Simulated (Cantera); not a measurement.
Cantera run:

```python
import numpy as np
import cantera as ct

gas_names = [...]  # 92 gases of nasa_gas.yaml made of C, H, N
cond_names = """
    C(gr) C6H6(L) C7H8(L) C8H18(L),n-octa
""".split()


# ... load() reads the species with a 1 bar reference pressure and builds the phases ...
atoms = {
    'C2H2': {'C': 2, 'H': 2},
    'NH3': {'N': 1, 'H': 3},
    'H2': {'H': 2},
}
top_T = {'C(gr)': 4500}  # K; cautious upper limits of use, not melting points


# ... equilibrate(T, P, feed) seeds the gas with the atoms and calls Mixture.equilibrate('TP', solver="vcs", rtol=1e-11, max_steps=5000) ...
results = []
feed = {'C2H2': 1, 'NH3': 2.7, 'H2': 0.48}  # mol
T = 850  # K
P = 1333.22  # Pa
mix = equilibrate(T, P, feed)
results.append((T, P, feed, dict(zip(mix.species_names, mix.species_moles))))
x = sorted(zip(gas.X, gas.species_names), reverse=True)
print(f"T = {T:g} K  P = {P:g} Pa  gas = {mix.phase_moles(0):.4g} mol")
print("   x: " + "  ".join(f"{s} {v:.3e}" for v, s in x if v > 1e-05))
print("   condensed (mol): " + ("  ".join(f"{mix.phase(i).name} {mix.phase_moles(i):.4g}"
      for i in range(1, mix.n_phases) if mix.phase_moles(i) > 1e-12) or "none"))
```

It prints:

```
T = 850 K  P = 1333.22 Pa  gas = 6.844 mol
   x: H2 7.975e-01  N2 1.973e-01  CH4 5.275e-03
   condensed (mol): C(gr) 1.964
```

Method: chemical equilibrium by Gibbs-energy minimisation in Cantera with the NASA 1993 tables (ideal gas, pure condensed phases).
